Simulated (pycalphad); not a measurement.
Source of the numbers: pycalphad with the COST 507 light-alloy database (1999); pressure 1 atm. The data set is of 1999 and partly superseded. Diffusion is slow at the low end, where real alloys seldom reach equilibrium.

Molar enthalpy of Ti-1.73Hf-0.48B (at.%) in equilibrium (SER reference):

```tsv
T (°C)	H (kJ/mol)	phases
2577	111.54	LIQUID
2377	102.31	LIQUID
2177	93.07	LIQUID
1977	83.84	LIQUID
1777	74.60	LIQUID
1677	69.99	LIQUID
1577	52.98	BCC_A2 + LIQUID
1477	48.16	BCC_A2 + BM
1377	44.73	BCC_A2 + BM
1177	38.24	BCC_A2 + BM
977	32.13	BCC_A2 + BM
777	21.72	HCP_A3 + BM
577	15.24	HCP_A3 + BM
377	9.14	HCP_A3 + BM
```

Cooling from 1677 °C to 1477 °C, across the freezing range, releases 21.8 kJ/mol, or 437 J/g. The slope is 46 J/(mol K) in the liquid and 34 J/(mol K) just below the solidus, where it includes any heat of precipitation. Liquidus 1654 °C, solidus 1541 °C. Changes were sought between steps of 100 K, so a narrower field can be missed.

Database names, with the compositions (at.%) that they take in these runs: BM: Ti 50 B 50. BCC_A2 is bcc; HCP_A3 is hcp.
